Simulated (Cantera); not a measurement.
An isothermal, constant-pressure homogeneous reactor starts with 0.0379 % CO, 0.920 % O2, 4.17 % H2O, 94.9 % N2, equivalence ratio 0.021, at 1400 K and 0.540 bar.

Cantera simulation using GRI-Mech 3.0 (53 species, 325 reactions); the numbers are that mechanism's predictions, not measurements.

Task: Predict: x(CO) at 40.0 s; x(O2) at 40.0 s; x(H2O) at 40.0 s; x(CO2) at 40.0 s; x(O) at 40.0 s; x(NO) at 40.0 s; x(H) at 40.0 s.

Result: 
| Quantity | Value |
|---|---|
| x(CO) at 40.0 s | 5.37e-9 (gas-phase equilibrium 5.40e-9) |
| x(O2) at 40.0 s | 0.00901 (gas-phase equilibrium 0.00893) |
| x(H2O) at 40.0 s | 0.0417 (gas-phase equilibrium 0.0417) |
| x(CO2) at 40.0 s | 0.000380 (gas-phase equilibrium 0.000380) |
| x(O) at 40.0 s | 1.23e-7 (gas-phase equilibrium 1.22e-7) |
| x(NO) at 40.0 s | 1.89e-8 (gas-phase equilibrium 0.000165) |
| x(H) at 40.0 s | 3.48e-9 (gas-phase equilibrium 3.48e-9) |
